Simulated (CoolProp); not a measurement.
Vapour-liquid equilibrium of methane (1) + ethylene (2) at 152.8 K; x and y are mole fractions of (1).

The numbers come from the multi-fluid Helmholtz-energy mixture model, Setzmann 1991 and Smukala 2000; pair parameters Bell 2016 in CoolProp.

```csv
x,"bubble pressure, mixture model (MPa)","bubble pressure, Raoult's law (MPa)","y, mixture model","y, Raoult's law"
0.05,0.1104,0.09105,0.700,0.647
0.2,0.3235,0.2626,0.906,0.897
0.35,0.5065,0.4342,0.945,0.949
0.5,0.6625,0.6058,0.963,0.972
0.65,0.8030,0.7774,0.975,0.985
0.8,0.9451,0.9490,0.985,0.993
0.95,1.111,1.121,0.996,0.998
```

The largest gap from Raoult's law is +23.2 % in bubble pressure, at x = 0.2. No azeotrope shows between x = 0.05 and 0.95.

Pair parameters are fitted to limited data, so mixtures are less certain than the pure fluids. The gap from Raoult's law changes sign with composition, which may be real or a fault of the pair parameters; it wasn't checked against measurements.
